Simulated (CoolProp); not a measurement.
Vapour-liquid equilibrium of CH2F2 (R32) (1) + R1234yf (2) at 9.73 bar; x and y are mole fractions of (1).

Model: multi-fluid Helmholtz-energy mixture model, Tillner-Roth 1997 and Lemmon 2022; pair parameters Bell 2023, in CoolProp.

```csv
x,bubble temperature (K),y at the bubble point,dew temperature at overall composition x (K),liquid density (mol/L)
0.05,307.7,0.115,[?],9.455
0.15,301.3,[?],306.6,[?]
0.25,296.1,0.454,[?],10.85
0.35,291.9,0.565,299.9,11.61
0.45,288.6,0.651,296.2,12.45
0.55,285.9,0.722,292.5,13.39
0.65,283.8,0.783,288.6,14.46
0.75,282.0,0.840,284.9,15.70
0.85,280.6,0.898,[?],17.16
0.95,279.4,0.963,279.6,18.90
```

Q: Complete the blanks.

A: 
- 0.05, dew temperature at overall composition x (K): 309.8
- 0.15, y at the bubble point: 0.308
- 0.15, liquid density (mol/L): 10.13
- 0.25, dew temperature at overall composition x (K): 303.3
- 0.85, dew temperature at overall composition x (K): 281.7

No azeotrope shows between x = 0.05 and 0.95.

Pair parameters are fitted to limited data, so mixtures are less certain than the pure fluids.
